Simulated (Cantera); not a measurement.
Charge: 1 mol Si(CH₃)₄, 0.24 mol HCl, 4.7 mol H₂, held at 1773.15 K and 0.610 bar.

Cantera equilibrium calculation (NASA polynomials, part measured and part estimated; ideal gas, pure solids and liquids). Candidate condensed phases: C, C₆H₆, C₇H₈, C₈H₁₈, Si, SiC; 109 gas species. The numbers say what is thermodynamically allowed, not how fast it happens.

Base state: H₂ 0.977, HCl 0.0219, CH₄ 0.000491, H 0.000361, C₂H₂ (acetylene) 0.000137, SiCl₂ 3.34e-5 (mole fractions); condensed: C(graphite) + SiC(s).

**Question.** What changes in the equilibrium state with this change: Si(CH₃)₄ replaced by CH₃SiCl₃?

**Answer.** 
```csv
species,before,after
H₂,0.977,0.615
HCl,0.0219,0.365
SiCl₂,3.34e-5,0.0148
SiCl₄,5.49e-9,0.00107
SiCl₃,3.29e-7,0.00306
SiHCl₃,5.76e-8,0.000424
SiH₂Cl₂,1.08e-7,3.01e-5
"C(graphite), mol",2.99,0.150
"SiC(s), mol",1.000,0.847
```
The feed counts by its element totals alone. The tables' values for SiCl₃ are old estimates; treat these amounts as uncertain.
